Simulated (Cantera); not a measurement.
A Cantera script and its output.

```python
import numpy as np
import cantera as ct

gas = ct.Solution("gri30.yaml")


def delay(T, t_max=10):
    gas.TPX = T, 1000000, {'CH3OH': 1, 'O2': 2.83, 'N2': 10.6, 'H2O': 1.6}
    reactor = ct.IdealGasReactor(gas, clone=False)
    net = ct.ReactorNet([reactor])
    net.rtol, net.atol = 1e-8, 1e-16
    while net.time < t_max:
        t_old, T_old = net.time, reactor.T
        net.step()
        if reactor.T > T + 400:  # ignition: a rise of 400 K
            return t_old + (T + 400 - T_old) / (reactor.T - T_old) * (net.time - t_old)
    return np.nan


taus = []
for T in [1248, 1348, 1448, 1548, 1648, 1748, 1848]:
    taus.append(delay(T))
    print(f"T0 = {T:6g} K   tau = {taus[-1]:.4e} s")
```

It prints:

```
T0 =   1248 K   tau = 6.4745e-04 s
T0 =   1348 K   tau = 1.5230e-04 s
T0 =   1448 K   tau = 4.5648e-05 s
T0 =   1548 K   tau = 1.6699e-05 s
T0 =   1648 K   tau = 7.1393e-06 s
T0 =   1748 K   tau = 3.4566e-06 s
T0 =   1848 K   tau = 1.8685e-06 s
```

Cantera simulation using GRI-Mech 3.0 (53 species, 325 reactions); the numbers are that mechanism's predictions, not measurements. GRI-Mech 3.0 was tuned for natural gas; its chemistry of methanol as a main component is partial and can be far from experiment.
